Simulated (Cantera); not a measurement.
A perfectly stirred reactor is fed with H₂ : O₂ : N₂ = 1.4 : 1 : 0.7 (molar parts), equivalence ratio 0.70, at 100000 Pa; it is held at 1350 K, and followed from long to short residence time.

Detailed kinetics in Cantera: GRI-Mech 3.0 (53 species, 325 reactions). The temperature is held fixed by assumption; the heat of reaction is taken as removed at once.

### Question
What does this change do: pressure from 100000 Pa to 71000 Pa?

### Answer
```json
[
 {"quantity": "x(H₂) at τ = 0.770 s", "before": "0.000164", "after": "0.000176"},
 {"quantity": "x(O₂) at τ = 0.770 s", "before": "0.125", "after": "0.125"},
 {"quantity": "x(N₂O) at τ = 0.770 s", "before": "2.86e-7", "after": "3.08e-7"},
 {"quantity": "x(H₂O) at τ = 0.770 s", "before": "0.583", "after": "0.583"},
 {"quantity": "x(H) at τ = 0.770 s", "before": "1.36e-6", "after": "2.55e-6"},
 {"quantity": "x(H₂) at τ = 22.0 ms", "before": "0.00181", "after": "0.00187"},
 {"quantity": "x(O₂) at τ = 22.0 ms", "before": "0.125", "after": "0.125"},
 {"quantity": "x(N₂O) at τ = 22.0 ms", "before": "3.45e-7", "after": "2.73e-7"},
 {"quantity": "x(H₂O) at τ = 22.0 ms", "before": "0.580", "after": "0.580"},
 {"quantity": "x(H) at τ = 22.0 ms", "before": "4.56e-5", "after": "8.82e-5"}
]
```
